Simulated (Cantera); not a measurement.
Standard-state values (1 bar) from the NASA 1993 polynomials, evaluated with Cantera. Values are per mole of reaction as written; species without (g) are pure solids or liquids, kept so even where they would boil at 1 bar.

CS2(g) + 2 Ni ⇌ C + 2 NiS, with ΔH° = -292.7 kJ and ΔS° = -186.0 J/K at 300 K.

Problem. How far is the shortcut ΔG° ≈ ΔH°(300 K) − T·ΔS°(300 K) from the full temperature-dependent value at 1200, 1350, 1500, 1650, 1800, 1950, 2100 K?

Solution. 
| T (K) | shortcut (kJ) | full (kJ) | difference (kJ) | difference in log10 K | condensed phases |
|---|---|---|---|---|---|
| 1200 | -69.5 | -86.1 | 16.6 | -0.72 | Ni(s), C(graphite), NiS(s) |
| 1350 | -41.6 | -68.7 | 27.1 | -1.05 | Ni(s), C(graphite), NiS(l) |
| 1500 | -13.7 | -54.5 | 40.8 | -1.42 | Ni(s), C(graphite), NiS(l) |
| 1650 | 14.2 | -40.9 | 55.1 | -1.74 | Ni(s), C(graphite), NiS(l) |
| 1800 | 42.1 | -26.4 | 68.5 | -1.99 | Ni(l), C(graphite), NiS(l) |
| 1950 | 70.0 | -10.9 | 80.9 | -2.17 | Ni(l), C(graphite), NiS(l) |
| 2100 | 97.9 | 4.2 | 93.7 | -2.33 | Ni(l), C(graphite), NiS(l) |
The shortcut ignores heat capacities and the phase changes listed.
